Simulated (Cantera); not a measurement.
Feed: 1 mol CH2F2, 0.17 mol Si, at 902 °C and 13300 Pa.

These are equilibrium values from Cantera (NASA tables, ideal gas, pure condensed phases), not measurements of a reactor. Candidate condensed phases: C, C6H6, C7H8, C8H18, Si, SiC; 113 gas species. Kinetics and transport are ignored.

Base state: HF 0.721, H2 0.186, SiF4 0.0929, CH4 8.80e-5 (mole fractions); condensed: C(graphite).

Problem. What changes in the equilibrium state with this change: 0.33 mol Cl2 added?

Solution. 
```
species            before    after
----------------  -------  -------
HF                  0.721    0.611
HCl                     0    0.306
SiF4               0.0929   0.0787
H2                  0.186  0.00463
CH4               8.80e-5  5.47e-8
C(graphite), mol    1.000     1.00
```
